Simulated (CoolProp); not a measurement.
Vapour-liquid equilibrium of propane (1) + R236EA (2) at -1.65 °C; x and y are mole fractions of (1).

Computed with CoolProp (multi-fluid Helmholtz-energy mixture model, Lemmon 2009 and Rui 2013; pair parameters Bell 2016).

Give the bubble pressure and the first vapour's composition at x = 0.05, 0.2, 0.725. Is there an azeotrope?

x = 0.05: 0.1527 MPa, y = 0.531; x = 0.2: 0.3079 MPa, y = 0.783; x = 0.725: 0.4225 MPa, y = 0.875. No azeotrope shows between x = 0.05 and 0.95.

Pair parameters are fitted to limited data, so mixtures are less certain than the pure fluids. With so large a gap from Raoult's law the liquid may split in two, which this calculation doesn't test in full.
